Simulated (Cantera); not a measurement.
Input (Python, Cantera) and output of one run.

```python
import numpy as np
import cantera as ct

gas_names = """
    NH3 N2 HCL
""".split()
cond_names = """
    CsCL(a) CsCL(b) CsCL(L) Cs(cr) Cs(L)
""".split()


# ... load() reads the species with a 1 bar reference pressure and builds the phases ...
species = {s.name: s for s in load("nasa_gas.yaml", gas_names) + load("nasa_condensed.yaml", cond_names)}
# Each term lists the table entries of one substance; the one whose range holds T is used.
reactions = {
    '2 NH3(g) + 6 CsCl = 6 Cs + N2(g) + 6 HCl(g)':
        [(-2, ['NH3']), (-6, ['CsCL(a)', 'CsCL(b)', 'CsCL(L)']), (6, ['Cs(cr)', 'Cs(L)']), (1, ['N2']), (6, ['HCL'])],
}


def pick(names, T):
    return next(species[n] for n in names if species[n].thermo.min_temp <= T <= species[n].thermo.max_temp)


results = []
for label, terms in reactions.items():
    print(label)
    print("     T/K   dH/kJ  dS/(J/K)   dG/kJ   log10 K")
    for T in [300, 523, 623, 723, 823, 923, 1023, 1123]:
        used = [(nu, pick(names, T)) for nu, names in terms]
        dH = sum(nu * s.thermo.h(T) for nu, s in used) / 1e6
        dS = sum(nu * s.thermo.s(T) for nu, s in used) / 1e3
        dG = dH - T * dS / 1e3
        logK = -dG * 1e6 / (ct.gas_constant * T * np.log(10))
        results.append((label, T, dH, dS, dG, logK, [s.name for _, s in used]))
        print(f"{T:8g} {dH:8.1f} {dS:8.1f} {dG:8.1f} {logK:8.2f}")
```

Result:

```
2 NH3(g) + 6 CsCl = 6 Cs + N2(g) + 6 HCl(g)
     T/K   dH/kJ  dS/(J/K)   dG/kJ   log10 K
     300   2195.1    831.8   1945.6  -338.75
     523   2205.0    868.1   1750.9  -174.87
     623   2199.8    859.2   1664.6  -139.56
     723   2192.6    848.4   1579.2  -114.09
     823   2160.7    806.1   1497.4   -95.03
     923   2055.2    690.5   1417.8   -80.24
    1023   2037.7    672.5   1349.7   -68.91
    1123   2020.6    656.6   1283.3   -59.69
```

Source: NASA polynomial tables (part measured, part estimated), evaluated in Cantera. Condensed species are held in their standard states even where they would react or evaporate.
